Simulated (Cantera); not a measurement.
**Pyrogenic steam for wet oxidation**

An isothermal, constant-pressure homogeneous reactor starts with H2 : O2 : N2 = 1.8 : 1 : 4.1 (molar parts), at 1098 K and 0.133 bar.

Detailed kinetics in Cantera: the H2/O2 subset of GRI-Mech 3.0, which has no nitrogen chemistry. The temperature is held fixed by assumption; the heat of reaction is taken as removed at once.

```json
[
 {"t (s)": "0.000300", "x H2": "0.261", "x O2": "0.145", "x H2O": "1.29e-5", "x HO2": "5.40e-7", "x OH": "5.98e-7", "x H": "1.10e-5", "x H2O2": "1.55e-9"},
 {"t (s)": "0.000784", "x H2": "0.0400", "x O2": "0.0511", "x H2O": "0.186", "x HO2": "1.10e-5", "x OH": "0.00358", "x H": "0.0886", "x H2O2": "7.96e-7"},
 {"t (s)": "0.00205", "x H2": "0.0133", "x O2": "0.0250", "x H2O": "0.274", "x HO2": "6.83e-6", "x OH": "0.00157", "x H": "0.0133", "x H2O2": "1.11e-6"},
 {"t (s)": "0.00536", "x H2": "0.00349", "x O2": "0.0184", "x H2O": "0.295", "x HO2": "4.87e-6", "x OH": "0.000629", "x H": "0.00133", "x H2O2": "1.29e-6"},
 {"t (s)": "0.0140", "x H2": "0.000657", "x O2": "0.0169", "x H2O": "0.299", "x HO2": "3.15e-6", "x OH": "0.000233", "x H": "8.83e-5", "x H2O2": "9.30e-7"},
 {"t (s)": "0.0366", "x H2": "0.000103", "x O2": "0.0167", "x H2O": "0.300", "x HO2": "1.10e-6", "x OH": "8.82e-5", "x H": "5.21e-6", "x H2O2": "3.52e-7"},
 {"t (s)": "0.0958", "x H2": "1.56e-5", "x O2": "0.0167", "x H2O": "0.300", "x HO2": "2.26e-7", "x OH": "3.67e-5", "x H": "3.39e-7", "x H2O2": "9.92e-8"},
 {"t (s)": "0.250", "x H2": "2.67e-6", "x O2": "0.0167", "x H2O": "0.300", "x HO2": "4.50e-8", "x OH": "1.70e-5", "x H": "2.90e-8", "x H2O2": "2.73e-8"},
 {"t (s)": "0.655", "x H2": "5.99e-7", "x O2": "0.0167", "x H2O": "0.300", "x HO2": "1.11e-8", "x OH": "8.80e-6", "x H": "3.61e-9", "x H2O2": "8.25e-9"},
 {"t (s)": "1.71", "x H2": "1.73e-7", "x O2": "0.0167", "x H2O": "0.300", "x HO2": "3.43e-9", "x OH": "4.95e-6", "x H": "6.11e-10", "x H2O2": "2.78e-9"},
 {"t (s)": "4.48", "x H2": "5.81e-8", "x O2": "0.0167", "x H2O": "0.300", "x HO2": "1.30e-9", "x OH": "2.93e-6", "x H": "1.25e-10", "x H2O2": "1.01e-9"},
 {"t (s)": "11.7", "x H2": "2.21e-8", "x O2": "0.0167", "x H2O": "0.300", "x HO2": "7.00e-10", "x OH": "1.81e-6", "x H": "2.99e-11", "x H2O2": "3.95e-10"},
 {"t (s)": "30.6", "x H2": "1.08e-8", "x O2": "0.0167", "x H2O": "0.300", "x HO2": "5.93e-10", "x OH": "1.22e-6", "x H": "9.89e-12", "x H2O2": "1.83e-10"},
 {"t (s)": "80.0", "x H2": "8.20e-9", "x O2": "0.0167", "x H2O": "0.300", "x HO2": "6.05e-10", "x OH": "1.02e-6", "x H": "6.32e-12", "x H2O2": "1.29e-10"}
]
```
x: mole fraction; the columns are a selection and need not sum to one.

Equilibrium at this temperature and pressure: H2 8.03e-9, O2 0.0167, H2O 0.300, HO2 6.08e-10, OH 1.00e-6, H 6.11e-12, H2O2 1.25e-10 (gas phase only).
